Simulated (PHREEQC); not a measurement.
**Copper plating or etch bath with phosphoric acid bath (model solution)**

Solution A (0.062 mol CuCl2 and 7.9e-05 mol FeCl3 per kg of water) is mixed with solution B (0.015 mol H3PO4, 0.0015 mol K2HPO4 and 8.4e-05 mol H3AsO4 per kg of water) at 25 °C; shares are by mass of water, 1 kg in all. Oxygen is held at 0.21 atm. No CO2 enters from the air. Names ending in (a), (am) or -a are amorphous solids. Solids allowed: Fe(OH)3(a), Strengite, Tenorite, Atacamite, Cu3(PO4)2:3H2O, Scorodite, Cu3(AsO4)2:6w. Others were left out.

The series has 21 steps of share of solution B, from 0 to 1.

Computed with PHREEQC (ion-association model, wateq4f.dat).

Problem. Which solids form, in which order, and at which step of the series does each first stand?

Solution. Fe(OH)3(a) from the start (pH 3.90), last present at share of solution B = 0; Strengite from share of solution B = 0.05 (pH 3.20), last present at share of solution B = 0.95.

Strengite forms slowly in practice; the run takes equilibrium as reached. Complexes and solids missing from the database can't appear. The database's scorodite may be far more soluble than the real mineral, and it has no iron arsenate complexes; the constant wasn't checked at its source. H3PO4, which wateq4f.dat lacks, is added to it with the constant of phreeqc.dat. The database has no phosphate complexes of Cu. The database has no arsenate complexes of Cu.
